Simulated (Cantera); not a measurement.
Diamond growth

A diamond (100) surface in a fixed gas of H2 with x(CH4) = 0.0066, x(H) = 0.011, at 950 K, 0.0424 atm; coverages are run to steady state.

Detailed kinetics in Cantera: the Harris–Goodwin 1993 mechanism for the reconstructed diamond (100) surface.

```tsv
x(CH3)	growth (µm/h)	θ c6HH	θ c6H*	θ c6*H	θ c6**	θ c6HM
1e-06	0.0178	0.643	0.0142	0.336	0.00673	6.12e-5
2.8e-06	0.0499	0.643	0.0142	0.336	0.00672	0.000171
8e-06	0.142	0.643	0.0142	0.335	0.00672	0.000489
2.2e-05	0.391	0.642	0.0142	0.335	0.00671	0.00134
6.3e-05	1.12	0.640	0.0142	0.334	0.00668	0.00383
0.00018	3.16	0.634	0.0140	0.331	0.00660	0.0108
0.0005	8.53	0.619	0.0137	0.323	0.00639	0.0293
0.0014	22.2	0.580	0.0128	0.302	0.00586	0.0763
0.004	52.7	0.493	0.0108	0.255	0.00469	0.181
```
θ: site fractions in the mechanism's names (c6HH fully hydrogenated, c6H* and c6*H radical sites, c6** diradical, c6HM methylated).
